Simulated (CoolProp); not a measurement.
A Linde-Hampson liquefier for carbon monoxide: isothermal reversible compression at 250 K from 1 atm to 10 MPa, throttling to 1 atm, return gas leaving the recuperator 2 K below the feed. Each further row changes one setting.

Model: reference Helmholtz-energy equation of state, Lemmon 2006, in CoolProp. It is a short technical equation, of lower accuracy than the large ones.

```tsv
case	liquid yield per pass	compression work (kJ/kg of gas)
as stated	?	335
high pressure 20 MPa	?	?
warm-end temperature 280 K	?	?
warm-end gap 7 K	?	335
```

### Question
What belongs in the gaps?

### Answer

- as stated, liquid yield per pass: 0.082
- high pressure 20 MPa, liquid yield per pass: 0.139
- high pressure 20 MPa, compression work (kJ/kg of gas): 384
- warm-end temperature 280 K, liquid yield per pass: 0.058
- warm-end temperature 280 K, compression work (kJ/kg of gas): 379
- warm-end gap 7 K, liquid yield per pass: 0.069
